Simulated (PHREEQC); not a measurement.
0.6 g of hydrous ferric oxide (600 m²/g; 0.2 weak and 0.005 strong sites per Fe, Dzombak-Morel constants, diffuse double layer) in 1 kg of water with 0.001 mol/kgw of an inert sodium salt and 0.00024 mol NaH2PO4 and 0.0003 mol NiCl2, at 25 °C; the pH is set by adding NaOH or the inert anion's acid. O2 is buffered at 0.21 atm. The system is closed to CO2. Precipitation was switched off in this run.

The numbers come from PHREEQC with the ion-association model, wateq4f.dat.

```json
[
 {"pH": "4", "P sorbed (%)": "100.0", "Ni sorbed (%)": "0.0", "surface charge σ (C/m²)": "0.105", "surface potential ψ (mV)": "184"},
 {"pH": "4.67", "P sorbed (%)": "100.0", "Ni sorbed (%)": "0.3", "surface charge σ (C/m²)": "…", "surface potential ψ (mV)": "157"},
 {"pH": "5.33", "P sorbed (%)": "100.0", "Ni sorbed (%)": "4.1", "surface charge σ (C/m²)": "0.031", "surface potential ψ (mV)": "126"},
 {"pH": "6", "P sorbed (%)": "100.0", "Ni sorbed (%)": "14.4", "surface charge σ (C/m²)": "0.015", "surface potential ψ (mV)": "92"},
 {"pH": "6.67", "P sorbed (%)": "100.0", "Ni sorbed (%)": "…", "surface charge σ (C/m²)": "0.007", "surface potential ψ (mV)": "60"},
 {"pH": "7.33", "P sorbed (%)": "…", "Ni sorbed (%)": "92.4", "surface charge σ (C/m²)": "0.003", "surface potential ψ (mV)": "31"},
 {"pH": "8", "P sorbed (%)": "…", "Ni sorbed (%)": "99.6", "surface charge σ (C/m²)": "0.000", "surface potential ψ (mV)": "-5"},
 {"pH": "8.67", "P sorbed (%)": "89.8", "Ni sorbed (%)": "100.0", "surface charge σ (C/m²)": "-0.004", "surface potential ψ (mV)": "…"},
 {"pH": "9.33", "P sorbed (%)": "57.0", "Ni sorbed (%)": "100.0", "surface charge σ (C/m²)": "-0.008", "surface potential ψ (mV)": "…"},
 {"pH": "10", "P sorbed (%)": "…", "Ni sorbed (%)": "100.0", "surface charge σ (C/m²)": "-0.014", "surface potential ψ (mV)": "-84"},
 {"pH": "10.67", "P sorbed (%)": "1.8", "Ni sorbed (%)": "100.0", "surface charge σ (C/m²)": "-0.028", "surface potential ψ (mV)": "-114"},
 {"pH": "11.33", "P sorbed (%)": "0.1", "Ni sorbed (%)": "100.0", "surface charge σ (C/m²)": "-0.063", "surface potential ψ (mV)": "-141"},
 {"pH": "12", "P sorbed (%)": "0.0", "Ni sorbed (%)": "99.7", "surface charge σ (C/m²)": "-0.137", "surface potential ψ (mV)": "-153"}
]
```

Task: Complete the blanks.

Result: 
- 4.67, surface charge σ (C/m²): 0.059
- 6.67, Ni sorbed (%): 50.7
- 7.33, P sorbed (%): 99.9
- 8, P sorbed (%): 99.2
- 8.67, surface potential ψ (mV): -39
- 9.33, surface potential ψ (mV): -62
- 10, P sorbed (%): 17.5

Along this series the solution becomes supersaturated in solids that the run did not let form, among them Ni(OH)2. H3PO4, which wateq4f.dat lacks, is added to it with the constant of phreeqc.dat. The database has no phosphate complexes of Ni.
